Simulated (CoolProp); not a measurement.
Vapour-liquid equilibrium of R125 (1) + R1234yf (2) at 254.4 K; x and y are mole fractions of (1).

The numbers come from the multi-fluid Helmholtz-energy mixture model, Lemmon 2005 and Lemmon 2022; pair parameters Bell 2023 in CoolProp.

| x | bubble pressure, mixture model (kPa) | bubble pressure, Raoult's law (kPa) | y, mixture model | y, Raoult's law |
|---|---|---|---|---|
| 0.05 | 168.3 | 168.3 | 0.101 | 0.105 |
| 0.2 | ___ | 197.6 | 0.345 | 0.358 |
| 0.35 | ___ | 226.8 | 0.529 | 0.545 |
| 0.5 | 255.0 | 256.0 | 0.674 | 0.690 |
| 0.65 | ___ | 285.2 | 0.792 | 0.805 |
| 0.8 | 313.5 | 314.4 | 0.890 | 0.899 |
| 0.95 | 343.3 | 343.6 | ___ | 0.977 |

Problem. What belongs in the gaps?

Solution. 
- 0.2, bubble pressure, mixture model (kPa): 197.3
- 0.35, bubble pressure, mixture model (kPa): 226.1
- 0.65, bubble pressure, mixture model (kPa): 284.1
- 0.95, y, mixture model: 0.975

The largest gap from Raoult's law is -0.4 % in bubble pressure, at x = 0.65. No azeotrope shows between x = 0.05 and 0.95.

The pair parameters rest on a limited set of measurements; away from them the model extrapolates.
